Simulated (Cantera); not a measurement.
An isothermal, constant-pressure homogeneous reactor starts with NH₃ : H₂ = 1 : 1.7 (molar parts), at 2323 K and 9500 Pa. Integrator tolerance rtol = 1e-08.

Computed with Cantera and the gas-phase N/H chemistry of the illustrative SiF4/NH3 mechanism in the Surface Chemkin manual (1991). Walls and surfaces, which speed up NH3 decomposition in real reactors, are not modelled.

Q: What does this change do: temperature 2323 to 1723 K?

A: 
```tsv
quantity	before	after
x(NH₃) at 10.0 s	3.36e-7 (gas-phase equilibrium 3.36e-7)	0.136 (gas-phase equilibrium 9.59e-7)
x(H₂) at 10.0 s	0.835 (gas-phase equilibrium 0.835)	0.778 (gas-phase equilibrium 0.864)
x(N₂) at 10.0 s	0.133 (gas-phase equilibrium 0.133)	0.0854 (gas-phase equilibrium 0.135)
x(NH) at 10.0 s	3.46e-8 (gas-phase equilibrium 3.46e-8)	1.01e-6 (gas-phase equilibrium 5.67e-11)
x(H) at 10.0 s	0.0325 (gas-phase equilibrium 0.0325)	0.000178 (gas-phase equilibrium 0.000554)
x(N) at 10.0 s	5.90e-8 (gas-phase equilibrium 5.90e-8)	6.43e-8 (gas-phase equilibrium 1.04e-11)
```
